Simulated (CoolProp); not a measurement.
Vapour-liquid equilibrium of R134a (1) + R141b (2) at 105 kPa; x and y are mole fractions of (1).

The numbers come from the multi-fluid Helmholtz-energy mixture model, Tillner-Roth 1994 and Lemmon 2006; pair parameters Bell 2016 in CoolProp.

Q: Give the bubble temperature and the first vapour's composition at x = 0.425, 0.725, 0.875. Is there an azeotrope?

A: x = 0.425: 259.5 K, y = 0.907; x = 0.725: 252.6 K, y = 0.958; x = 0.875: 250.0 K, y = 0.979. No azeotrope shows between x = 0.05 and 0.95.

The pair parameters rest on a limited set of measurements; away from them the model extrapolates.
